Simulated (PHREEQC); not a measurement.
A PHREEQC speciation (ion-association model, wateq4f.dat) at 20 °C gives pH 1.77 and these molalities:

```
species     mol/kgw
---------  --------
Cl-           0.313
Cu+2          0.144
CuCl+        0.0239
H+           0.0223
BF4-         0.0204
HF          0.00613
H3BO3       0.00145
CuCl2       0.00145
BF3OH-     0.000987
F-         0.000458
CuF+       0.000255
BF2(OH)2-  0.000163
H2F2       0.000131
HF2-        1.15e-5
```

What are the element totals, and what could have been dissolved in 1 kg of water to give them?

This is not unique; one that fits is totals B 0.0230, Cl 0.340, Cu(2) 0.170, F 0.0920 mol/kgw, from 170 mmol/kgw CuCl2 and 23 mmol/kgw HBF4.

This is a speciation only: nothing precipitates in the calculation. Species that the database lacks are ignored. Real BF4- forms and hydrolyses slowly; the run takes it at equilibrium.
